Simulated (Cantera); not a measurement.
Feed: 1 mol BF3, 10 mol H2, at 1300 °C and 6.10 mbar.

These are equilibrium values from Cantera (NASA tables, ideal gas, pure condensed phases), not measurements of a reactor. Candidate condensed phases: B; 20 gas species. The tables' values for BF2 are old estimates; treat these amounts as uncertain. Rates play no part.

Base state: H2 0.893, BF3 0.0757, HF 0.0165, BF2 0.00797, BHF2 0.00494, BF 0.00178, H 0.000493 (mole fractions); condensed: gas only.

Question: What changes in the equilibrium state with this change: BF3 replaced by B?

Answer: 
| species | before | after |
|---|---|---|
| H2 | 0.893 | 0.999 |
| H | 0.000493 | 0.000521 |
| BH2 | 8.44e-7 | 2.03e-5 |
| BF3 | 0.0757 | 0 |
| HF | 0.0165 | 0 |
| BF2 | 0.00797 | 0 |
| BHF2 | 0.00494 | 0 |
| BF | 0.00178 | 0 |
| B(s), mol | 0 | 1.000 |
The tables' values for BH2 are old estimates; treat these amounts as uncertain.
